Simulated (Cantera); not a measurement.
A freely propagating, adiabatic, planar premixed flame of 2.65 % CH4, 1.19 % C2H6, 1.56 % C3H8, 19.9 % O2, 74.7 % N2, unburnt at 648 K and 1.80 bar; mixture-averaged transport, grid criteria slope 0.08 and curve 0.16, no radiation.

Detailed kinetics in Cantera: GRI-Mech 3.0 (53 species, 325 reactions). GRI-Mech 3.0 was tuned for natural gas; its chemistry of propane as a main component is partial and can be far from experiment. Burning velocities carry a grid error of a few per cent, more on coarse grids.

### Question
Predict: laminar burning velocity; thermal thickness; peak x(H); peak x(H2).

### Answer
| Item | Result |
|---|---|
| laminar burning velocity | 136 cm/s |
| thermal thickness | 0.181 mm |
| peak x(H) | 0.00619 |
| peak x(H2) | 0.0158 |
